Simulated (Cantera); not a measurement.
Feed: 1 mol SiO2, 4.3 mol HCl, 0.54 mol O2, held at 1050 K and 1.00 Pa.

Cantera equilibrium calculation (NASA polynomials, part measured and part estimated; ideal gas, pure solids and liquids). Candidate condensed phases: H2O, Si, SiO2; 30 gas species. Kinetics and transport are ignored.

Base state: HCl 0.847, O2 0.101, Cl 0.0232, H2O 0.0202, Cl2 0.00861 (mole fractions); condensed: SiO2(β-quartz).

Q: What changes in the equilibrium state with this change: pressure from 1.00 Pa to 1.00 bar?

A: 
| species | before | after |
|---|---|---|
| HCl | 0.847 | 0.657 |
| H2O | 0.0202 | 0.149 |
| Cl2 | 0.00861 | 0.149 |
| Cl | 0.0232 | 0.000306 |
| O2 | 0.101 | 0.0454 |
| HOCl | 1.54e-7 | 2.53e-5 |
| SiO2(β-quartz), mol | 1.00 | 1.00 |

Q: What changes in the equilibrium state with this change: temperature from 1050 K to 1150 K?

A: 
```tsv
species	before	after
HCl	0.847	0.823
O2	0.101	0.0965
Cl	0.0232	0.0491
H2O	0.0202	0.0278
OH	1.94e-6	1.14e-5
Cl2	0.00861	0.00321
SiO2(β-quartz), mol	1.00	1.00
```
The tables hold silica as quartz up to 1696 K and as liquid above; real silica turns to tridymite and cristobalite and melts near 1996 K.

Q: What changes in the equilibrium state with this change: pressure from 1.00 Pa to 26.0 Pa?

A: 
| species | before | after |
|---|---|---|
| HCl | 0.847 | 0.836 |
| O2 | 0.101 | 0.0972 |
| H2O | 0.0202 | 0.0312 |
| Cl2 | 0.00861 | 0.0272 |
| Cl | 0.0232 | 0.00810 |
| SiO2(β-quartz), mol | 1.00 | 1.00 |
